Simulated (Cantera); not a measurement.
Input (Python, Cantera) and output of one run.

```python
import numpy as np
import cantera as ct

gas_names = """
    C CO COS CO2 CS CS2 C2 C2O C3 C3O2 C4 C5 Mg MgO MgS Mg2 O O2 O3 S SO SO2 SO3 S2 S2O S8
""".split()
cond_names = """
    C(gr) Mg(cr) Mg(L) MgCO3(s) MgO(s) MgO(L) MgS(s) MgSO4(s) MgSO4(L) S(cr1) S(cr2) S(L)
""".split()


def load(file, names, dense=False):
    # The tables refer to 1 bar. Condensed volumes are neglected.
    table = {s.name: s for s in ct.Species.list_from_file(file)}
    out = []
    for n in names:
        d = dict(table[n].input_data)
        d["thermo"] = dict(d["thermo"], **{"reference-pressure": 1e5})
        if dense:
            d["equation-of-state"] = {"model": "constant-volume", "density": "1e6 g/cm^3"}
        out.append(ct.Species.from_dict(d))
    return out


gas = ct.Solution(thermo="ideal-gas", species=load("nasa_gas.yaml", gas_names))
cond = {s.name: ct.Solution(thermo="fixed-stoichiometry", species=[s], name=s.name)
        for s in load("nasa_condensed.yaml", cond_names, dense=True)}
atoms = {
    'MgO': {'Mg': 1, 'O': 1},
    'SO2': {'S': 1, 'O': 2},
    'CO2': {'C': 1, 'O': 2},
}
top_T = {'C(gr)': 4500, 'MgS(s)': 2250}  # K; cautious upper limits of use, not melting points


def equilibrate(T, P, feed):
    n = {}
    for name, mol in feed.items():
        for a, k in atoms[name].items():
            n[a] = n.get(a, 0.0) + k * mol
    gas.TPX = T, P, n
    mass = sum(n.values()) * gas.mean_molecular_weight
    gas.equilibrate("TP")
    valid = [c for c in cond.values() if c.min_temp <= T <= top_T.get(c.name, c.max_temp)]
    mix = ct.Mixture([(gas, mass / gas.mean_molecular_weight)] + [(c, 0.0) for c in valid])
    mix.T, mix.P = T, P
    mix.equilibrate("TP", solver="vcs", rtol=1e-11, max_steps=5000)
    return mix


results = []
feed = {'MgO': 1, 'SO2': 3.2, 'CO2': 2}  # mol
P = 1800000  # Pa
for T in [1100, 1150, 1200, 1250, 1300, 1350, 1400, 1450, 1500, 1550]:
    mix = equilibrate(T, P, feed)
    results.append((T, P, feed, dict(zip(mix.species_names, mix.species_moles))))
    x = sorted(zip(gas.X, gas.species_names), reverse=True)
    print(f"T = {T:g} K  P = {P:g} Pa  gas = {mix.phase_moles(0):.4g} mol")
    print("   x: " + "  ".join(f"{s} {v:.3e}" for v, s in x if v > 0.0001))
    print("   condensed (mol): " + ("  ".join(f"{mix.phase(i).name} {mix.phase_moles(i):.4g}"
          for i in range(1, mix.n_phases) if mix.phase_moles(i) > 1e-12) or "none"))
```

It prints:

```
T = 1100 K  P = 1.8e+06 Pa  gas = 5.2 mol
   x: SO2 6.154e-01  CO2 3.846e-01
   condensed (mol): MgO(s) 0.9998  MgSO4(s) 0.0001798
T = 1150 K  P = 1.8e+06 Pa  gas = 5.2 mol
   x: SO2 6.154e-01  CO2 3.846e-01
   condensed (mol): MgO(s) 1  MgSO4(s) 1.331e-05
T = 1200 K  P = 1.8e+06 Pa  gas = 5.2 mol
   x: SO2 6.153e-01  CO2 3.846e-01
   condensed (mol): MgO(s) 1
T = 1250 K  P = 1.8e+06 Pa  gas = 5.2 mol
   x: SO2 6.153e-01  CO2 3.846e-01
   condensed (mol): MgO(s) 1
T = 1300 K  P = 1.8e+06 Pa  gas = 5.2 mol
   x: SO2 6.153e-01  CO2 3.846e-01
   condensed (mol): MgO(s) 1
T = 1350 K  P = 1.8e+06 Pa  gas = 5.2 mol
   x: SO2 6.153e-01  CO2 3.845e-01
   condensed (mol): MgO(s) 1
T = 1400 K  P = 1.8e+06 Pa  gas = 5.2 mol
   x: SO2 6.152e-01  CO2 3.845e-01  SO3 1.281e-04  CO 1.172e-04
   condensed (mol): MgO(s) 1
T = 1450 K  P = 1.8e+06 Pa  gas = 5.2 mol
   x: SO2 6.152e-01  CO2 3.845e-01  SO3 1.679e-04  CO 1.545e-04
   condensed (mol): MgO(s) 1
T = 1500 K  P = 1.8e+06 Pa  gas = 5.2 mol
   x: SO2 6.151e-01  CO2 3.844e-01  SO3 2.149e-04  CO 2.013e-04
   condensed (mol): MgO(s) 1
T = 1550 K  P = 1.8e+06 Pa  gas = 5.2 mol
   x: SO2 6.151e-01  CO2 3.844e-01  SO3 2.677e-04  CO 2.606e-04
   condensed (mol): MgO(s) 1
```

Cantera equilibrium calculation (NASA polynomials, part measured and part estimated; ideal gas, pure solids and liquids). Mutual solubility and eutectic melting of coexisting phases are not modelled.
